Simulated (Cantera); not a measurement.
Feed: 1 mol SiHCl₃, 0.025 mol HCl, 8.9 mol H₂, held at 1.00 Torr.

Method: chemical equilibrium by Gibbs-energy minimisation in Cantera with the NASA 1993 tables (ideal gas, pure condensed phases). Candidate condensed phases: Si; 19 gas species. The tables' values for SiCl₃, SiCl are old estimates; treat these amounts as uncertain. Kinetics and transport are ignored.

log p: log10 of the partial pressure in bar; n: condensed amount in mol.

```
T (K)  log p H₂  log p HCl  log p SiCl₂  log p SiCl₄  log p SiHCl₃  n Si(s)
-----  --------  ---------  -----------  -----------  ------------  -------
898       -2.92      -4.57        -6.08        -4.08         -4.99    0.270
948       -2.92      -4.36        -5.61        -4.11         -5.02    0.295
998       -2.93      -4.18        -5.20        -4.16         -5.07    0.322
1048      -2.94      -4.03        -4.85        -4.25         -5.15    0.344
1098      -2.95      -3.91        -4.57        -4.39         -5.26    0.350
1148      -2.96      -3.83        -4.35        -4.61         -5.44    0.337
1198      -2.97      -3.77        -4.21        -4.92         -5.68    0.311
1248      -2.97      -3.75        -4.13        -5.30         -5.97    0.286
1298      -2.97      -3.74        -4.08   (withheld)    (withheld)    0.266
1348      -2.97      -3.74        -4.06        -6.13         -6.60    0.251
1398      -2.97      -3.74        -4.05   (withheld)    (withheld)    0.238
1448      -2.97      -3.75        -4.03        -6.90         -7.19    0.227
1498      -2.97      -3.75        -4.03        -7.25         -7.46    0.216
```

Q: Fill in the missing entries.

A: 
- 1298, log p SiCl₄: -5.71
- 1298, log p SiHCl₃: -6.29
- 1398, log p SiCl₄: -6.52
- 1398, log p SiHCl₃: -6.91
